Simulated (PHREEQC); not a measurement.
A solution holds 0.0013 mol NaHCO3 and 0.043 mol K2HPO4 per kg of water, at 52 °C. Closed to the air; pH follows from the charge balance.

All values are PHREEQC results (ion-association model, phreeqc.dat), not measurements.

The ionic strength comes out as 0.126 mol/kgw. What activity coefficients do HPO4-2, NaHPO4-, CO3-2, NaCO3-, K+ get?

HPO4-2 0.33, NaHPO4- 0.77, CO3-2 0.34, NaCO3- 0.76, K+ 0.74.

Precipitation was switched off in this run. Constants without temperature data keep their 25 °C values here.
